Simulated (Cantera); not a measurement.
Mixture: C3H8 : O2 : N2 = 1 : 9.09 : 34.2 (molar parts), equivalence ratio 0.55, at 5.00 bar, adiabatic and at constant pressure. Ignition delay is the time to a rise of 400 K.

Model: GRI-Mech 3.0 (53 species, 325 reactions), integrated in Cantera. GRI-Mech 3.0 was tuned for natural gas; its chemistry of propane as a main component is partial and can be far from experiment.

### Question
At T0 = 1348 K, what is the delay, and which 6 reactions control it most (d ln τ / d ln k, from doubling and halving each rate constant)?

### Answer
The delay is 0.196 ms.
```json
[
 {"reaction": "C2H5 + CH3 (+M) <=> C3H8 (+M)", "d ln τ / d ln k": "-0.53", "faster rate": "shortens it"},
 {"reaction": "CH3 + HO2 <=> CH3O + OH", "d ln τ / d ln k": "-0.36", "faster rate": "shortens it"},
 {"reaction": "H + O2 <=> O + OH", "d ln τ / d ln k": "-0.33", "faster rate": "shortens it"},
 {"reaction": "2 CH3 (+M) <=> C2H6 (+M)", "d ln τ / d ln k": "0.30", "faster rate": "lengthens it"},
 {"reaction": "C3H8 + H <=> C3H7 + H2", "d ln τ / d ln k": "0.28", "faster rate": "lengthens it"},
 {"reaction": "C3H8 + OH <=> C3H7 + H2O", "d ln τ / d ln k": "0.23", "faster rate": "lengthens it"}
]
```
